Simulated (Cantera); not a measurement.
Feed: 1 mol Si3N4, 8.7 mol Cl2, 0.7 mol H2, held at 1750 K and 13300 Pa.

These are equilibrium values from Cantera (NASA tables, ideal gas, pure condensed phases), not measurements of a reactor. Candidate condensed phases: NH4Cl, Si, Si3N4; 28 gas species. The tables' values for SiCl3 are old estimates; treat these amounts as uncertain. Equilibrium is a limit: real reactors are often held back by kinetics, nucleation or transport.

Base state: SiCl4 0.316, Cl 0.219, N2 0.212, HCl 0.148, Cl2 0.103, SiCl3 0.00173, SiCl2 1.68e-5 (mole fractions); condensed: gas only.

Question: What changes in the equilibrium state with this change: pressure from 13300 Pa to 1000 Pa?

Answer: 
| species | before | after |
|---|---|---|
| Cl | 0.219 | 0.359 |
| SiCl4 | 0.316 | 0.277 |
| N2 | 0.212 | 0.194 |
| Cl2 | 0.103 | 0.0210 |
| SiCl3 | 0.00173 | 0.0123 |
| HCl | 0.148 | 0.136 |
| SiCl2 | 1.68e-5 | 0.000969 |

Question: What changes in the equilibrium state with this change: temperature from 1750 K to 1348 K?

Answer: 
| species | before | after |
|---|---|---|
| SiCl4 | 0.316 | 0.353 |
| N2 | 0.212 | 0.235 |
| Cl2 | 0.103 | 0.223 |
| Cl | 0.219 | 0.0243 |
| HCl | 0.148 | 0.165 |
| SiCl2 | 1.68e-5 | <1e-9 |
| SiCl3 | 0.00173 | 5.64e-6 |
